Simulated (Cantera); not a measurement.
Cantera run, input and output.

```python
import numpy as np
import cantera as ct

gas = ct.Solution("h2o2.yaml")
gas.TPX = 525, 64000, {'H2': 1, 'O2': 0.278, 'N2': 1.04}
flame = ct.FreeFlame(gas, width=0.055)
flame.set_refine_criteria(ratio=3, slope=0.08, curve=0.16)
flame.transport_model = "mixture-averaged"
flame.solve(loglevel=0, auto=True)
z, T = flame.grid, flame.T
thick = (T[-1] - T[0]) / np.gradient(T, z).max()
show = ['H2', 'O2', 'OH', 'H2O', 'HO2', 'H']
print(f"laminar burning velocity  {flame.velocity[0] * 100:.3f} cm/s")
print(f"burnt temperature         {T[-1]:.1f} K")
print(f"thermal thickness         {thick * 1e3:.4f} mm")
print(f"grid points               {len(z)}")
z0 = z[flame.heat_release_rate.argmax()]
print(f"{'z/mm':>9s}{'T/K':>9s}{'u/(m/s)':>9s}" + "".join(f"{s:>11s}" for s in show))
rows = []
for k in (-3, -2, -1.5, -1, -0.5, -0.25, 0, 0.25, 0.5, 1, 2, 4, 8):
    zz = z0 + k * thick
    rows.append([k * thick, np.interp(zz, z, T), np.interp(zz, z, flame.velocity),
                 *(np.interp(zz, z, flame.X[gas.species_index(s)]) for s in show)])
    print(f"{rows[-1][0] * 1e3:9.3f}{rows[-1][1]:9.1f}{rows[-1][2]:9.3f}" + "".join(f"{x:11.3e}" for x in rows[-1][3:]))
```

Result:

```
laminar burning velocity  699.969 cm/s
burnt temperature         2302.0 K
thermal thickness         0.7648 mm
grid points               139
     z/mm      T/K  u/(m/s)         H2         O2         OH        H2O        HO2          H
   -2.294    525.0    7.000  4.314e-01  1.199e-01  1.599e-18  1.433e-14  3.821e-14  1.482e-17
   -1.530    525.0    7.000  4.314e-01  1.199e-01  8.521e-16  2.867e-12  1.276e-11  3.629e-14
   -1.147    525.0    7.000  4.314e-01  1.199e-01  7.950e-14  1.845e-10  1.040e-09  1.428e-11
   -0.765    525.0    7.000  4.314e-01  1.199e-01  9.256e-11  6.499e-08  3.419e-07  2.625e-08
   -0.382    542.2    7.204  4.286e-01  1.199e-01  6.293e-05  7.133e-04  1.956e-04  2.081e-04
   -0.191    762.0    9.913  3.968e-01  1.140e-01  6.391e-04  1.902e-02  1.276e-04  9.103e-03
    0.000   1186.4   14.978  2.835e-01  7.363e-02  2.420e-03  1.067e-01  4.834e-05  5.739e-02
    0.191   1469.2   18.367  1.836e-01  1.689e-02  4.971e-03  2.146e-01  1.075e-05  9.722e-02
    0.382   1587.0   19.714  1.658e-01  3.866e-03  5.736e-03  2.414e-01  2.345e-06  9.855e-02
    0.765   1704.6   21.007  1.708e-01  1.735e-03  6.474e-03  2.474e-01  9.916e-07  8.570e-02
    1.530   1831.3   22.358  1.799e-01  1.240e-03  6.813e-03  2.510e-01  6.691e-07  6.912e-02
    3.059   1957.6   23.667  1.888e-01  7.914e-04  6.513e-03  2.554e-01  4.247e-07  5.241e-02
    6.118   2070.6   24.808  1.966e-01  4.351e-04  5.572e-03  2.601e-01  2.489e-07  3.731e-02
```

Cantera simulation using the H2/O2 subset of GRI-Mech 3.0, which has no nitrogen chemistry; the numbers are that mechanism's predictions, not measurements. Burning velocities carry a grid error of a few per cent, more on coarse grids.
